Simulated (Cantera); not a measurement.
## Adiabatic ignition

An adiabatic, constant-volume homogeneous reactor starts with 6.12 % CH4, 19.8 % O2, 74.1 % N2, at 1275 K and 2400 Torr.

Detailed kinetics in Cantera: GRI-Mech 3.0 (53 species, 325 reactions).

```csv
t (s),T (K),P (bar),x CH4,x O2,x H2,x HCN,x NO2
4.00e-6,1275,3.20,0.0612,0.198,3.35e-10,<1e-12,<1e-12
7.86e-6,1275,3.20,0.0612,0.198,7.50e-10,<1e-12,<1e-12
1.54e-5,1275,3.20,0.0612,0.198,1.78e-9,<1e-12,<1e-12
3.03e-5,1275,3.20,0.0612,0.198,4.74e-9,<1e-12,<1e-12
5.95e-5,1275,3.20,0.0612,0.198,1.49e-8,<1e-12,<1e-12
0.000117,1275,3.20,0.0612,0.198,5.81e-8,<1e-12,<1e-12
0.000230,1275,3.20,0.0612,0.198,2.96e-7,<1e-12,<1e-12
0.000451,1275,3.20,0.0612,0.198,1.77e-6,<1e-12,<1e-12
0.000886,1276,3.20,0.0611,0.198,8.64e-6,<1e-12,<1e-12
0.00174,1277,3.21,0.0608,0.198,3.79e-5,<1e-12,<1e-12
0.00342,1290,3.24,0.0591,0.196,0.000293,<1e-12,<1e-12
0.00672,2658,6.73,<1e-12,0.0677,0.00206,5.97e-11,1.58e-5
0.0132,2655,6.72,<1e-12,0.0667,0.00205,6.30e-11,1.80e-5
0.0259,2655,6.72,<1e-12,0.0667,0.00205,6.30e-11,1.80e-5
0.0509,2655,6.72,<1e-12,0.0667,0.00205,6.30e-11,1.80e-5
0.100,2655,6.72,<1e-12,0.0667,0.00205,6.30e-11,1.80e-5
```
x: mole fraction; the columns are a selection and need not sum to one.

```
Quantity                                                             Value
---------------------------------  ---------------------------------------
time of steepest temperature rise                                  4.51 ms
temperature at 0.100 s                                              2655 K
equilibrium temperature                                             2655 K
x(CH4) at 0.100 s                    <1e-12 (gas-phase equilibrium <1e-12)
x(O2) at 0.100 s                     0.0667 (gas-phase equilibrium 0.0667)
x(H2) at 0.100 s                   0.00205 (gas-phase equilibrium 0.00205)
```
